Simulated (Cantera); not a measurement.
A diamond (100) surface in a fixed gas of H2 with x(CH4) = 0.0031, x(H) = 0.0027, x(CH3) = 2.5e-05, at 1275 K; coverages are run to steady state.

Computed with Cantera and the Harris–Goodwin 1993 mechanism for the reconstructed diamond (100) surface.

θ: site fractions in the mechanism's names (c6HH fully hydrogenated, c6H* and c6*H radical sites, c6** diradical, c6HM methylated).

```tsv
P (Pa)	growth (µm/h)	θ c6HH	θ c6H*	θ c6*H	θ c6**	θ c6HM
560	0.0130	0.407	0.0459	0.511	0.0360	9.96e-6
950	0.0251	0.407	0.0459	0.511	0.0360	1.73e-5
1600	?	0.407	0.0459	0.511	0.0360	?
2800	0.0955	0.407	0.0459	0.511	0.0360	5.17e-5
4700	0.188	0.407	0.0459	0.511	0.0360	8.57e-5
8000	0.393	0.407	0.0459	0.511	0.0360	0.000142
14000	?	0.407	0.0459	0.511	0.0360	?
23000	1.91	0.407	0.0459	0.511	0.0360	0.000355
```

Q: Complete the blanks.

A: 
- 1600, growth (µm/h): 0.0475
- 1600, θ c6HM: 2.96e-5
- 14000, growth (µm/h): 0.896
- 14000, θ c6HM: 0.000234
